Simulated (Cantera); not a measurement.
Charge: 1 mol SiCl4, 1.6 mol HCl, 7.5 mol H2, equilibrated at 360 Torr.

These are equilibrium values from Cantera (NASA tables, ideal gas, pure condensed phases), not measurements of a reactor. Candidate condensed phases: Si; 19 gas species. The tables' values for SiCl3 are old estimates; treat these amounts as uncertain. Rates play no part.

x: gas mole fraction; nothing condenses.

| T (K) | x H2 | x HCl | x SiCl4 | x SiCl2 | x SiCl3 | x SiHCl3 | x SiH2Cl2 |
|---|---|---|---|---|---|---|---|
| 1273 | 0.720 | 0.181 | 0.0775 | 0.00271 | 0.00566 | 0.0123 | ? |
| 1323 | 0.710 | 0.192 | 0.0695 | 0.00615 | 0.00884 | 0.0131 | ? |
| 1373 | 0.697 | 0.205 | 0.0597 | 0.0119 | 0.0124 | 0.0128 | 0.000407 |
| 1423 | 0.682 | 0.222 | 0.0486 | 0.0200 | 0.0157 | 0.0116 | 0.000420 |
| 1473 | 0.665 | 0.240 | 0.0374 | 0.0297 | 0.0180 | 0.00972 | 0.000396 |
| 1523 | 0.648 | 0.258 | 0.0272 | 0.0399 | 0.0190 | 0.00767 | ? |
| 1573 | 0.633 | 0.273 | 0.0187 | 0.0496 | 0.0188 | 0.00575 | ? |
| 1623 | 0.621 | 0.286 | 0.0124 | 0.0581 | 0.0175 | 0.00416 | ? |

Fill in the missing entries.


- 1273, x SiH2Cl2: 0.000270
- 1323, x SiH2Cl2: 0.000352
- 1523, x SiH2Cl2: 0.000348
- 1573, x SiH2Cl2: 0.000292
- 1623, x SiH2Cl2: 0.000236
